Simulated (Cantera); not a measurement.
## Low-pressure radical oxidation in H2/O2

An isothermal, constant-pressure homogeneous reactor starts with 0.725 % H2, 99.3 % O2, at 998 K and 1.88 Torr.

Detailed kinetics in Cantera: the H2/O2 subset of GRI-Mech 3.0, which has no nitrogen chemistry. Radical loss at walls, strong at low pressure, is not modelled.

```json
[
 {"t (s)": "2.00e-5", "x H2": "0.00725", "x O2": "0.993", "x OH": "<1e-12", "x H": "<1e-12", "x H2O": "<1e-12", "x HO2": "<1e-12", "x H2O2": "<1e-12"},
 {"t (s)": "5.90e-5", "x H2": "0.00725", "x O2": "0.993", "x OH": "<1e-12", "x H": "<1e-12", "x H2O": "<1e-12", "x HO2": "<1e-12", "x H2O2": "<1e-12"},
 {"t (s)": "0.000174", "x H2": "0.00725", "x O2": "0.993", "x OH": "<1e-12", "x H": "1.91e-12", "x H2O": "<1e-12", "x HO2": "2.16e-12", "x H2O2": "<1e-12"},
 {"t (s)": "0.000514", "x H2": "0.00725", "x O2": "0.993", "x OH": "1.80e-12", "x H": "4.59e-12", "x H2O": "<1e-12", "x HO2": "6.37e-12", "x H2O2": "<1e-12"},
 {"t (s)": "0.00152", "x H2": "0.00725", "x O2": "0.993", "x OH": "1.05e-11", "x H": "8.88e-12", "x H2O": "1.74e-12", "x HO2": "1.88e-11", "x H2O2": "<1e-12"},
 {"t (s)": "0.00447", "x H2": "0.00725", "x O2": "0.993", "x OH": "4.75e-11", "x H": "1.76e-11", "x H2O": "2.51e-11", "x HO2": "5.56e-11", "x H2O2": "<1e-12"},
 {"t (s)": "0.0132", "x H2": "0.00725", "x O2": "0.993", "x OH": "2.77e-10", "x H": "7.06e-11", "x H2O": "3.73e-10", "x HO2": "1.65e-10", "x H2O2": "<1e-12"},
 {"t (s)": "0.0389", "x H2": "0.00725", "x O2": "0.993", "x OH": "1.03e-8", "x H": "2.42e-9", "x H2O": "2.11e-8", "x HO2": "5.46e-10", "x H2O2": "<1e-12"},
 {"t (s)": "0.115", "x H2": "0.00659", "x O2": "0.992", "x OH": "0.000217", "x H": "6.93e-5", "x H2O": "0.000511", "x HO2": "4.17e-7", "x H2O2": "1.78e-9"},
 {"t (s)": "0.339", "x H2": "2.71e-5", "x O2": "0.987", "x OH": "0.000275", "x H": "0.000393", "x H2O": "0.00689", "x HO2": "3.38e-7", "x H2O2": "2.63e-9"},
 {"t (s)": "1.00", "x H2": "1.84e-5", "x O2": "0.988", "x OH": "0.000231", "x H": "0.000249", "x H2O": "0.00700", "x HO2": "2.94e-7", "x H2O2": "2.47e-9"}
]
```
x: mole fraction; the columns are a selection and need not sum to one.

Equilibrium at this temperature and pressure: H2 1.21e-11, O2 0.993, OH 1.97e-7, H <1e-12, H2O 0.00727, HO2 1.74e-10, H2O2 <1e-12 (gas phase only).
